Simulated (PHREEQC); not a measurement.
Consider water at 25 °C with 0.0081 mol/kgw KBr, 0.00047 mol/kgw Mn(NO3)2 and 0.00042 mol/kgw HBF4. Closed to the air; pH follows from the charge balance.

Model: ion-association model, wateq4f.dat, run in PHREEQC.

| quantity | before | after |
|---|---|---|
| pH | 3.12 | 10.48 |
| ionic strength (mol/kgw) | 0.0103 | 0.0214 |
| HF (mol/kgw) | 0.000806 | 7.14e-11 |
| F- (mol/kgw) | 0.000798 | 0.00168 |
| H3BO3 (mol/kgw) | 0.000399 | 1.96e-5 |
| MnF+ (mol/kgw) | 1.73e-6 | 2.25e-8 |
| SI of Pyrochroite (Mn(OH)2) | -12.45 | +0.05 |

**Question.** Name the change that produced these shifts.
(A) Mn(NO3)2 from 0.00047 to 0.00235 mol/kgw
(B) KBr replaced by K2CO3 at the same molality
(C) 0.00038 mol/kgw KOH added
(D) KBr replaced by NaBr at the same molality
(E) KBr from 0.0081 to 0.00081 mol/kgw

**Answer.** B, KBr replaced by K2CO3 at the same molality

Precipitation was switched off in this run. Some of these states are supersaturated (in Rhodochrosite, for instance). Real BF4- forms and hydrolyses slowly; the run takes it at equilibrium.
